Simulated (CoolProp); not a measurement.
Water along the isotherm 432.35 °C: fugacity coefficient from the reference equation and from simpler models built on Tc = 373.9 °C, pc = 22060 kPa, ω = 0.344; each cubic takes its own stable root.

Values from CoolProp's reference Helmholtz-energy equation of state, Wagner 2002.

| p (kPa) | phase | reference | Redlich-Kwong | Soave-Redlich-Kwong | Peng-Robinson |
|---|---|---|---|---|---|
| 6670 | gas | (withheld) | 0.9214 | 0.9261 | 0.9166 |
| 13300 | gas | 0.8571 | 0.8458 | 0.8554 | 0.8383 |
| 20000 | gas | (withheld) | 0.7715 | 0.7862 | 0.7634 |
| 26700 | supercritical | 0.7143 | 0.6984 | 0.7192 | 0.6925 |
| 33300 | supercritical | 0.6446 | 0.6278 | (withheld) | 0.6272 |
| 40000 | supercritical | 0.5773 | 0.5652 | 0.5979 | 0.5686 |
| 46700 | supercritical | 0.5206 | 0.5165 | 0.5506 | 0.5209 |
| 53300 | supercritical | 0.4763 | (withheld) | (withheld) | 0.4836 |
| 60000 | supercritical | 0.4404 | 0.4498 | 0.4838 | 0.4533 |
| 66700 | supercritical | 0.4114 | 0.4263 | 0.4599 | 0.4288 |
| 73300 | supercritical | 0.3879 | 0.4075 | 0.4407 | 0.4091 |
| 80000 | supercritical | 0.3681 | 0.3918 | 0.4247 | 0.3925 |
| 86700 | supercritical | (withheld) | 0.3790 | 0.4115 | (withheld) |
| 93300 | supercritical | (withheld) | 0.3684 | 0.4008 | 0.3671 |
| 100000 | supercritical | 0.3250 | 0.3595 | 0.3917 | 0.3572 |

Problem. Some entries are withheld; supply them.

Solution. 
- 6670, reference: 0.9282
- 20000, reference: 0.7856
- 33300, Soave-Redlich-Kwong: 0.6558
- 53300, Redlich-Kwong: 0.4794
- 53300, Soave-Redlich-Kwong: 0.5136
- 86700, reference: 0.3513
- 86700, Peng-Robinson: 0.3786
- 93300, reference: 0.3373
